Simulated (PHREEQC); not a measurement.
## City or well water (model solution)

Synthetic water in mmol/kgw, 87 °C, pH 8.15, pe 2.4:

| constituent | mmol/kgw |
|---|---|
| Na | 0.512 |
| K | 0.44 |
| Ca | 0.924 |
| Mg | 0.796 |
| Cl | 1.61 |
| S(6) | 1.23 |
| Alkalinity (meq/kgw) | 0.173 |
| Zn | 0.00448 |
| Si | 0.00102 |

Cl is adjusted to close the charge balance.
Valence states are taken as typed.

Computed with PHREEQC (ion-association model, phreeqc.dat).

- ionic strength: 0.00603 mol/kgw
- specific conductance: 1260 µS/cm

```tsv
species	molality	activity	log γ
Cl-	0.00177	0.00161	-0.041
SO4-2	0.000913	0.000632	-0.160
Ca+2	0.000824	0.000572	-0.158
Mg+2	0.000557	0.000388	-0.156
Na+	0.000510	0.000465	-0.040
K+	0.000435	0.000396	-0.041
MgSO4	0.000216	0.000216	0.001
CaSO4	9.44e-5	9.45e-5	0.001
HCO3-	7.83e-5	7.15e-5	-0.039
OH-	5.41e-5	4.92e-5	-0.041
MgOH+	2.24e-5	2.05e-5	-0.039
KSO4-	4.71e-6	4.31e-6	-0.039
```

This is a speciation only: nothing precipitates in the calculation. Species that the database lacks are ignored. At this temperature some constants are extrapolated from 25 °C, and those without enthalpy data are left unchanged.
